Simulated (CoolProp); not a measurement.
trans-2-butene along the isobar 1.01 bar: fugacity coefficient from the reference equation and from simpler models built on Tc = 155.5 °C, pc = 40.19 bar, ω = 0.210; each cubic takes its own stable root.

The numbers come from the reference Helmholtz-energy equation of state, Lemmon 2005 in CoolProp. It is a short technical equation, of lower accuracy than the large ones.

| T (°C) | phase | reference |
|---|---|---|
| -54.05 | liquid | 0.06617 |
| -31.55 | liquid | 0.2368 |
| -9.05 | liquid | 0.6552 |
| 13.45 | gas | 0.9657 |
| 35.85 | gas | 0.9738 |
| 58.35 | gas | 0.9795 |
| 80.85 | gas | 0.9836 |
| 103.35 | gas | 0.9867 |
| 125.85 | gas | 0.9890 |
| 148.35 | gas | 0.9908 |
| 170.75 | gas | 0.9922 |
| 193.25 | gas | 0.9934 |

Problem. How far does each simpler model (van der Waals, Redlich-Kwong, Soave-Redlich-Kwong) lie from the reference over these 12 states: mean and median of the absolute difference, and the worst?

Solution. 
- van der Waals: mean 143.6 %, median 0.6 %, worst +1359.3 % at -54.05 °C and 1.01 bar
- Redlich-Kwong: mean 17.0 %, median 0.2 %, worst +83.3 % at -54.05 °C and 1.01 bar
- Soave-Redlich-Kwong: mean 0.9 %, median 0.1 %, worst -5.1 % at -54.05 °C and 1.01 bar

At some of these states van der Waals, Redlich-Kwong gives the other phase, because its saturation line lies elsewhere.
